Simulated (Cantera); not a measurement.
A perfectly stirred reactor is fed with CH₄ : H₂ : O₂ : N₂ = 1 : 0.94 : 3.09 : 21.9 (molar parts), equivalence ratio 0.80, at 1.70 bar; it is adiabatic with a 575 K inlet, and is followed from long to short residence time, starting on the burning branch (τ in s: 0.18, 0.088, 0.044, 0.022, 0.011, 0.0055, 0.0028, 0.0014, 0.00069, 0.00035, 0.00017, 8.7e-05).

Cantera simulation using GRI-Mech 3.0 (53 species, 325 reactions); the numbers are that mechanism's predictions, not measurements.

One state of this run: T (K) = 1638; x CH₄ = 8.53e-5; x H₂ = 0.00146; x O₂ = 0.0250; x H₂O = 0.108; x O = 0.000543; x CO = 0.00267. x: mole fraction; the columns are a selection and need not sum to one.

Question: Which value of τ (s) does it belong to?
(A) 0.088
(B) 0.0014
(C) 0.00017
(D) 0.0028

Answer: D, 0.0028
